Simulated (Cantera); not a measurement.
What does this Cantera script print?

```python
import numpy as np
import cantera as ct

gas_names = [...]  # 123 gases of nasa_gas.yaml made of C, H, O, Si
cond_names = """
    C(gr) C6H6(L) C7H8(L) C8H18(L),n-octa H2O(s) H2O(L) Si(cr) Si(L) SiC(b) SiO2(Lqz) SiO2(hqz) SiO2(L)
""".split()


# ... load() reads the species with a 1 bar reference pressure and builds the phases ...
atoms = {
    'SiC': {'Si': 1, 'C': 1},
    'CO2': {'C': 1, 'O': 2},
    'H2': {'H': 2},
}
top_T = {'C(gr)': 4500, 'SiC(b)': 3050}  # K; cautious upper limits of use, not melting points


# ... equilibrate(T, P, feed) seeds the gas with the atoms and calls Mixture.equilibrate('TP', solver="vcs", rtol=1e-11, max_steps=5000) ...
results = []
T = 1275  # K
P = 10000  # Pa
for m in [94, 120, 170, 220, 290, 390, 510, 680, 900]:
    feed = {'SiC': 1, 'CO2': 1.3, 'H2': m}  # mol
    mix = equilibrate(T, P, feed)
    results.append((T, P, feed, dict(zip(mix.species_names, mix.species_moles))))

top = {s: max(r[3][s] / sum(r[3][g] for g in gas_names) for r in results) for s in gas_names}
cols = sorted((s for s in top if top[s] > 1e-06), key=lambda s: -top[s])[:9]
seen = [c for c in cond_names if any(r[3].get(c, 0) > 1e-12 for r in results)]
print("log10 of partial pressures in bar; condensed amounts in mol")
print(f"{'n(H2)':>10s}" + "".join(f"{s[:9]:>10s}" for s in cols + seen))
for T, P, feed, n in results:
    ng = sum(n[g] for g in gas_names)
    print(f"{feed['H2']:10.4g}" + "".join(f"{np.log10(max(n[s] / ng * P / 1e5, 1e-99)):10.3f}" for s in cols)
          + "".join(f"{n.get(c, 0):10.4g}" for c in seen))
```

It prints:

```
log10 of partial pressures in bar; condensed amounts in mol
     n(H2)        H2        CO       CH4       H2O       SiO         H     C(gr)    SiC(b) SiO2(hqz)
        94    -1.003    -3.198    -4.039    -6.134    -6.976    -6.634     1.614         0    0.9999
       120    -1.003    -3.303    -4.038    -6.239    -6.870    -6.634      1.59         0    0.9998
       170    -1.002    -3.454    -4.037    -6.389    -6.720    -6.633     1.544         0    0.9997
       220    -1.002    -3.491    -4.037    -6.426    -6.682    -6.633      1.33   0.05591    0.9436
       290    -1.002    -3.491    -4.037    -6.426    -6.682    -6.633    0.9255    0.1692    0.8302
       390    -1.002    -3.491    -4.037    -6.426    -6.682    -6.633    0.3481    0.3309    0.6682
       510    -1.002    -3.548    -4.074    -6.445    -6.663    -6.633         0    0.4232    0.5757
       680    -1.001    -3.681    -4.162    -6.489    -6.619    -6.633         0    0.4103     0.588
       900    -1.001    -3.811    -4.248    -6.532    -6.576    -6.633         0    0.3969    0.6007
```

Cantera equilibrium calculation (NASA polynomials, part measured and part estimated; ideal gas, pure solids and liquids). Mutual solubility and eutectic melting of coexisting phases are not modelled. The tables hold silica as quartz up to 1696 K and as liquid above; real silica turns to tridymite and cristobalite and melts near 1996 K.
